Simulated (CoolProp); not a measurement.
Octamethylcyclotetrasiloxane (D4) at several states: fugacity coefficient from the reference equation and from simpler models built on Tc = 586.5 K, pc = 1347 kPa, ω = 0.598; each cubic takes its own stable root.

Model: reference Helmholtz-energy equation of state, Thol 2015, in CoolProp.

```json
[
 {"T (K)": "601.9", "p (kPa)": "25", "phase": "gas", "reference": "0.9941"},
 {"T (K)": "381.9", "p (kPa)": "1510", "phase": "liquid", "reference": "0.009518"},
 {"T (K)": "394.4", "p (kPa)": "43.1", "phase": "liquid", "reference": "0.4484"},
 {"T (K)": "511", "p (kPa)": "118", "phase": "gas", "reference": "0.9486"},
 {"T (K)": "361.4", "p (kPa)": "84.1", "phase": "liquid", "reference": "0.06276"}
]
```

Task: How far does each simpler model (Redlich-Kwong, Peng-Robinson) lie from the reference over these 5 states: mean and median of the absolute difference, and the worst?

Result: 
- Redlich-Kwong: mean 215.7 %, median 115.7 %, worst +567.9 % at 361.4 K and 84.1 kPa
- Peng-Robinson: mean 3.5 %, median 3.7 %, worst +8.6 % at 361.4 K and 84.1 kPa

At some of these states Redlich-Kwong gives the other phase, because its saturation line lies elsewhere.
